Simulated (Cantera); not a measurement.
A freely propagating, adiabatic, planar premixed flame of C3H8 : O2 : N2 : H2O = 1 : 5.75 : 18.4 : 0.52 (molar parts), equivalence ratio 0.87, unburnt at 450 K and 9.80 bar; mixture-averaged transport, grid criteria slope 0.08 and curve 0.16, no radiation.

Cantera simulation using GRI-Mech 3.0 (53 species, 325 reactions); the numbers are that mechanism's predictions, not measurements. GRI-Mech 3.0 was tuned for natural gas; its chemistry of propane as a main component is partial and can be far from experiment. Burning velocities carry a grid error of a few per cent, more on coarse grids.

Q: How do the results move with these cheaper or finer settings: unity-Lewis-number transport; multicomponent transport; multicomponent+Soret transport; grid criteria slope 0.5, curve 1; grid criteria slope 0.25, curve 0.5; grid criteria slope 0.03, curve 0.06?

A: 
```tsv
setting	laminar burning velocity	thermal thickness	peak x(CH2)	peak x(OH)	grid points
as above	52.6 cm/s	0.0472 mm	2.90e-5	0.00752	158
unity-Lewis-number transport	45.8 cm/s	0.0491 mm	3.20e-5	0.00779	141
multicomponent transport	53.1 cm/s	0.0477 mm	2.93e-5	0.00755	158
multicomponent+Soret transport	52.7 cm/s	0.0478 mm	2.92e-5	0.00757	158
grid criteria slope 0.5, curve 1	58.5 cm/s	0.0508 mm	3.00e-5	0.00771	37
grid criteria slope 0.25, curve 0.5	55.2 cm/s	0.0489 mm	2.91e-5	0.00757	60
grid criteria slope 0.03, curve 0.06	51.6 cm/s	0.0470 mm	2.84e-5	0.00745	357
```
The base run took around 20 core-seconds (rough).
Unity Lewis numbers drop preferential diffusion, which matters most where H2 and H carry the flame; Soret adds thermal diffusion.
